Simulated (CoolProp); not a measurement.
Vapour-liquid equilibrium of R22 (1) + C3F8 (R218) (2) at 255.4 K; x and y are mole fractions of (1).

Values from CoolProp's multi-fluid Helmholtz-energy mixture model, Kamei 1995 and Lemmon 2006; pair parameters Bell 2016.

```
x     bubble pressure (MPa)  y at the bubble point  dew pressure at overall composition x (MPa)  liquid density (mol/L)
----  ---------------------  ---------------------  -------------------------------------------  ----------------------
0.05                 0.2468                  0.133                                       0.2313                   8.345
0.2                  0.2999                  0.369                                       0.2607                   8.965
0.35                 0.3280                  0.490                                       0.2952                   9.706
0.5                  0.3398                  0.564                                       0.3300                   10.61
0.65                 0.3415                  0.623                                       0.3395                   11.72
0.8                  0.3325                  0.698                                       0.3112                   13.10
0.95                 0.2950                  0.871                                       0.2777                   14.83
```

y crosses x between x = 0.5 and 0.65: the model has an azeotrope there.

The pair parameters rest on a limited set of measurements; away from them the model extrapolates.
